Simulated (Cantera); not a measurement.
# CS₂ + H₂O (abatement and gas-phase synthesis)

A closed system holds: 1 mol CS₂, 0.89 mol H₂O, at 2.20 bar.

These are equilibrium values from Cantera (NASA tables, ideal gas, pure condensed phases), not measurements of a reactor. Candidate condensed phases: C, C₆H₆, C₇H₈, C₈H₁₈, H₂O, H₂SO₄, S; 123 gas species. Kinetics and transport are ignored.

From 1727 °C to 2177 °C nothing is condensed. The main C-bearing gas is CO throughout.

```json
[
 {"T (°C)": "1727", "log p CO": "-0.14", "log p S₂": "-0.22", "log p H₂": "-0.31", "log p H₂S": "-0.65", "log p SH": "-1.41", "log p CS₂": "-1.04", "log p S": "-2.61", "log p CS": "-2.52"},
 {"T (°C)": "1777", "log p CO": "-0.14", "log p S₂": "-0.22", "log p H₂": "-0.29", "log p H₂S": "-0.69", "log p SH": "-1.35", "log p CS₂": "-1.05", "log p S": "-2.47", "log p CS": "-2.39"},
 {"T (°C)": "1827", "log p CO": "-0.14", "log p S₂": "-0.21", "log p H₂": "-0.28", "log p H₂S": "-0.73", "log p SH": "-1.30", "log p CS₂": "-1.06", "log p S": "-2.33", "log p CS": "-2.27"},
 {"T (°C)": "1877", "log p CO": "-0.14", "log p S₂": "-0.21", "log p H₂": "-0.27", "log p H₂S": "-0.77", "log p SH": "-1.25", "log p CS₂": "-1.07", "log p S": "-2.21", "log p CS": "-2.16"},
 {"T (°C)": "1927", "log p CO": "-0.14", "log p S₂": "-0.21", "log p H₂": "-0.27", "log p H₂S": "-0.82", "log p SH": "-1.21", "log p CS₂": "-1.09", "log p S": "-2.09", "log p CS": "-2.05"},
 {"T (°C)": "1977", "log p CO": "-0.15", "log p S₂": "-0.21", "log p H₂": "-0.26", "log p H₂S": "-0.86", "log p SH": "-1.17", "log p CS₂": "-1.10", "log p S": "-1.97", "log p CS": "-1.95"},
 {"T (°C)": "2027", "log p CO": "-0.15", "log p S₂": "-0.21", "log p H₂": "-0.26", "log p H₂S": "-0.90", "log p SH": "-1.13", "log p CS₂": "-1.12", "log p S": "-1.86", "log p CS": "-1.86"},
 {"T (°C)": "2077", "log p CO": "-0.15", "log p S₂": "-0.21", "log p H₂": "-0.25", "log p H₂S": "-0.94", "log p SH": "-1.09", "log p CS₂": "-1.14", "log p S": "-1.75", "log p CS": "-1.77"},
 {"T (°C)": "2127", "log p CO": "-0.15", "log p S₂": "-0.21", "log p H₂": "-0.25", "log p H₂S": "-0.98", "log p SH": "-1.06", "log p CS₂": "-1.16", "log p S": "-1.65", "log p CS": "-1.70"},
 {"T (°C)": "2177", "log p CO": "-0.15", "log p S₂": "-0.21", "log p H₂": "-0.25", "log p H₂S": "-1.02", "log p SH": "-1.03", "log p CS₂": "-1.19", "log p S": "-1.56", "log p CS": "-1.62"}
]
```
log p: log10 of the partial pressure in bar; nothing condenses.
